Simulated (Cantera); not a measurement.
Charge: 1 mol BF₃, 15 mol N₂, equilibrated at 1975 °C.

Method: chemical equilibrium by Gibbs-energy minimisation in Cantera with the NASA 1993 tables (ideal gas, pure condensed phases). Candidate condensed phases: B, BN; 13 gas species. The tables' values for BF₂ are old estimates; treat these amounts as uncertain. Kinetics and transport are ignored.

x: gas mole fraction; nothing condenses.

| P (Pa) | x N₂ | x BF₃ | x F | x BF₂ | x BF |
|---|---|---|---|---|---|
| 10 | 0.922 | 0.0466 | 0.0165 | 0.0132 | 0.00165 |
| 32 | 0.929 | 0.0531 | 0.00942 | 0.00828 | 0.000568 |
| 100 | 0.932 | 0.0570 | 0.00537 | 0.00499 | 0.000192 |
| 320 | 0.935 | 0.0594 | (withheld) | 0.00289 | (withheld) |
| 1000 | 0.936 | 0.0607 | 0.00171 | 0.00167 | 2.02e-5 |
| 3200 | 0.937 | 0.0615 | (withheld) | 0.000944 | (withheld) |
| 10000 | 0.937 | 0.0619 | 0.000542 | 0.000538 | 2.05e-6 |
| 32000 | 0.937 | 0.0622 | 0.000303 | 0.000302 | 6.43e-7 |
| 100000 | 0.937 | 0.0623 | 0.000171 | 0.000171 | 2.06e-7 |

Complete the blanks.


- 3200, x F: 0.000957
- 3200, x BF: 6.38e-6
- 320, x F: 0.00302
- 320, x BF: 6.20e-5
